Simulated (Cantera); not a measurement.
A Cantera script and what it prints.

```python
import numpy as np
import cantera as ct

gas_names = """
    H HNO HNO2 HNO3 HO2 H2 H2O H2O2 N NH NH2 NH3 NH2OH NO NO2 NO3 N2 N2H2 N2H4 N2O O OH O2 O3
""".split()
cond_names = """
    H2O(s) H2O(L)
""".split()


# ... load() reads the species with a 1 bar reference pressure and builds the phases ...
atoms = {
    'H2O': {'H': 2, 'O': 1},
    'H2': {'H': 2},
    'N2': {'N': 2},
}
top_T = {}  # K; cautious upper limits of use, not melting points


# ... equilibrate(T, P, feed) seeds the gas with the atoms and calls Mixture.equilibrate('TP', solver="vcs", rtol=1e-11, max_steps=5000) ...
results = []
feed = {'H2O': 1, 'H2': 0.084, 'N2': 10}  # mol
P = 133.322  # Pa
for T in [1275, 1350, 1425, 1500, 1575, 1650, 1725, 1800, 1875, 1950]:
    mix = equilibrate(T, P, feed)
    results.append((T, P, feed, dict(zip(mix.species_names, mix.species_moles))))

top = {s: max(r[3][s] / sum(r[3][g] for g in gas_names) for r in results) for s in gas_names}
cols = sorted((s for s in top if top[s] > 1e-06), key=lambda s: -top[s])[:7]
seen = [c for c in cond_names if any(r[3].get(c, 0) > 1e-12 for r in results)]
print("log10 of partial pressures in bar; condensed amounts in mol")
print(f"{'T/K':>10s}" + "".join(f"{s[:9]:>10s}" for s in cols + seen))
for T, P, feed, n in results:
    ng = sum(n[g] for g in gas_names)
    print(f"{T:10.4g}" + "".join(f"{np.log10(max(n[s] / ng * P / 1e5, 1e-99)):10.3f}" for s in cols)
          + "".join(f"{n.get(c, 0):10.4g}" for c in seen))
```

Output:

```
log10 of partial pressures in bar; condensed amounts in mol
       T/K        N2       H2O        H2         H        OH        O2        NO
      1275    -2.920    -3.920    -4.996    -8.630    -9.489   -12.364   -10.726
      1350    -2.920    -3.920    -4.996    -8.121    -8.834   -11.229    -9.950
      1425    -2.920    -3.920    -4.996    -7.664    -8.248   -10.211    -9.255
      1500    -2.920    -3.920    -4.996    -7.253    -7.721    -9.294    -8.628
      1575    -2.920    -3.920    -4.996    -6.880    -7.243    -8.463    -8.062
      1650    -2.920    -3.921    -4.995    -6.539    -6.810    -7.711    -7.548
      1725    -2.920    -3.922    -4.988    -6.225    -6.418    -7.039    -7.086
      1800    -2.920    -3.927    -4.963    -5.928    -6.072    -6.465    -6.683
      1875    -2.921    -3.937    -4.907    -5.637    -5.775    -6.014    -6.352
      1950    -2.922    -3.955    -4.824    -5.353    -5.525    -5.678    -6.086
```

Cantera equilibrium calculation (NASA polynomials, part measured and part estimated; ideal gas, pure solids and liquids).
